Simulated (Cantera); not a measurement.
A closed system holds: 1 mol BCl₃, 9.3 mol H₂O, equilibrated at 1350 K and 225 Torr.

Cantera equilibrium calculation (NASA polynomials, part measured and part estimated; ideal gas, pure solids and liquids). Candidate condensed phases: B, B₂O₃, B₃O₃H₃, H₂O; 33 gas species. Gases not in the tables: H₃BO₃. The numbers say what is thermodynamically allowed, not how fast it happens.

Base state: H₂O 0.712, HCl 0.277, HBO₂ 0.00845, (HBO₂)₃ 0.00232, Cl 0.000108, H₂ 8.58e-5 (mole fractions); condensed: B₂O₃(l).

Question: What changes in the equilibrium state with this change: BCl₃ replaced by B₂O₃?

Answer: 
```csv
species,before,after
H₂O,0.712,0.986
HBO₂,0.00845,0.00994
(HBO₂)₃,0.00232,0.00378
HCl,0.277,0
Cl,0.000108,0
O₂,9.56e-6,3.09e-5
"B₂O₃(l), mol",0.417,0.901
```
